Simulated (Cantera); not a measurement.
An isothermal, constant-pressure homogeneous reactor starts with C2H6 : H2 = 7.4 : 1.5 (molar parts), at 1975 K and 240 Torr.

Computed with Cantera and GRI-Mech 3.0 (53 species, 325 reactions). GRI-Mech 3.0 stops at C3 and has no aromatics, soot or wall deposition, so with more carbon than oxygen in the feed, carbon stays in small species such as C2H2 where larger ones or solid carbon would form.

x: mole fraction; the columns are a selection and need not sum to one.

| t (s) | x C2H6 | x H2 | x CH4 | x H | x C2H2 |
|---|---|---|---|---|---|
| 5.00e-6 | 0.108 | 0.296 | 0.198 | 0.00499 | 0.0362 |
| 1.52e-5 | 0.00734 | 0.414 | 0.240 | 0.00377 | 0.151 |
| 4.59e-5 | 0.000874 | 0.490 | 0.208 | 0.00171 | 0.227 |
| 0.000139 | 0.000298 | 0.534 | 0.175 | 0.00124 | 0.265 |
| 0.000422 | … | 0.577 | … | … | 0.283 |
| 0.00128 | 5.48e-5 | 0.627 | 0.0699 | 0.00160 | 0.297 |
| 0.00387 | 9.54e-6 | 0.663 | 0.0276 | 0.00181 | 0.306 |
| 0.0117 | 1.12e-6 | 0.678 | 0.00904 | 0.00196 | 0.310 |
| 0.0356 | 1.58e-7 | 0.683 | 0.00316 | 0.00201 | 0.311 |
| 0.108 | 6.80e-8 | 0.684 | 0.00186 | 0.00202 | 0.311 |
| 0.327 | 6.47e-8 | 0.684 | 0.00179 | 0.00202 | 0.311 |
| 0.990 | 6.47e-8 | 0.684 | 0.00179 | 0.00202 | 0.311 |
| 3.00 | 6.47e-8 | 0.684 | 0.00179 | 0.00202 | 0.311 |

Task: What belongs in the gaps?

Result: 
- 0.000422, x C2H6: 0.000171
- 0.000422, x CH4: 0.128
- 0.000422, x H: 0.00140
